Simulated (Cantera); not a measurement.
A closed system holds: 1 mol Fe, a varied amount of H2O, 60 mol N2, held at 975 °C and 13.0 bar.

Equilibrium computed with Cantera from the NASA thermochemical tables; the gas is ideal and each condensed phase is pure. Candidate condensed phases: Fe, FeO, Fe(OH)2, Fe(OH)3, Fe2O3, Fe3O4, H2O; 27 gas species. Mutual solubility and eutectic melting of coexisting phases are not modelled. The tables' stoichiometric FeO is somewhat more stable than real wüstite, so its field is too wide. FeO: taken at fixed stoichiometry. Equilibrium is a limit: real reactors are often held back by kinetics, nucleation or transport.

Question: Which condensed phases are stable at each of these points (n(H2O) (mol)): 0.82, 0.94, 1.1, 1.2, 1.4, 1.6, 1.9, 2.1, 2.5, 2.8, 3.2, 3.7?

Answer: 
| n(H2O) (mol) | condensed phases | Fe condensed (%) |
|---|---|---|
| 0.82 | Fe(γ) + FeO(s) | 100.0 |
| 0.94 | Fe(γ) + FeO(s) | 100.0 |
| 1.1 | Fe(γ) + FeO(s) | 100.0 |
| 1.2 | Fe(γ) + FeO(s) | 100.0 |
| 1.4 | FeO(s) | 100.0 |
| 1.6 | FeO(s) | 100.0 |
| 1.9 | FeO(s) | 100.0 |
| 2.1 | FeO(s) | 100.0 |
| 2.5 | FeO(s) | 100.0 |
| 2.8 | FeO(s) | 100.0 |
| 3.2 | FeO(s) | 100.0 |
| 3.7 | FeO(s) | 100.0 |

From 0.82 mol H2O to 1.2 mol H2O the condensed part is Fe(γ) + FeO(s). From 1.4 mol H2O to 3.7 mol H2O the condensed part is FeO(s).
